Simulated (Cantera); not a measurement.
A Cantera script and what it prints.

```python
import numpy as np
import cantera as ct

gas_names = """
    CL CL2 H HCL H2 N NH NH2 NH3 N2 N2H2 N2H4 Si SiCL SiCL2 SiCL3 SiCL4 SiH SiHCL3 SiH2 SiH2CL2 SiH3
    SiH3CL SiH4 SiN Si2 Si2N Si3
""".split()
cond_names = """
    NH4CL(a) NH4CL(b) Si(cr) Si(L) Si3N4(a)
""".split()


# ... load() reads the species with a 1 bar reference pressure and builds the phases ...
atoms = {
    'Si3H8': {'Si': 3, 'H': 8},
    'HCl': {'H': 1, 'CL': 1},
    'N2': {'N': 2},
}
top_T = {'Si3N4(a)': 2400}  # K; cautious upper limits of use, not melting points


# ... equilibrate(T, P, feed) seeds the gas with the atoms and calls Mixture.equilibrate('TP', solver="vcs", rtol=1e-11, max_steps=5000) ...
results = []
feed = {'Si3H8': 1, 'HCl': 0.13, 'N2': 110}  # mol
T = 1723  # K
P = 4600  # Pa
mix = equilibrate(T, P, feed)
results.append((T, P, feed, dict(zip(mix.species_names, mix.species_moles))))
print(gas.report(threshold=1e-06))
for i in range(1, mix.n_phases):
    print(f"{mix.phase(i).name:16s} {mix.phase_moles(i):12.5e} mol")
```

Result:

```
       temperature   1723 K
          pressure   4600 Pa
           density   0.0087001 kg/m^3
  mean mol. weight   27.095 kg/kmol
   phase of matter   gas

                          1 kg             1 kmol
                     ---------------   ---------------
          enthalpy         1.699e+06        4.6033e+07  J
   internal energy        1.1702e+06        3.1707e+07  J
           entropy             10017        2.7141e+05  J/K
    Gibbs function       -1.5561e+07       -4.2161e+08  J
 heat capacity c_p            1303.8             35326  J/K
 heat capacity c_v            996.92             27011  J/K

                      mass frac. Y      mole frac. X     chem. pot. / RT
                     ---------------   ---------------   ---------------
                CL        5.1153e-06        3.9097e-06           -29.432
                 H         5.969e-06        0.00016045           -12.715
               HCL         0.0015073         0.0011202           -42.147
                H2         0.0026495          0.035608            -25.43
                N2           0.99576           0.96309           -29.566
                Si        3.1422e-06        3.0314e-06           -6.9593
             SiCL2        6.3139e-05        1.7283e-05           -65.823
     [  +21 minor]        2.4268e-06        1.2773e-06

Si(L)             0.00000e+00 mol
Si3N4(a)          9.99190e-01 mol
```

These are equilibrium values from Cantera (NASA tables, ideal gas, pure condensed phases), not measurements of a reactor. The feed counts by its element totals alone.
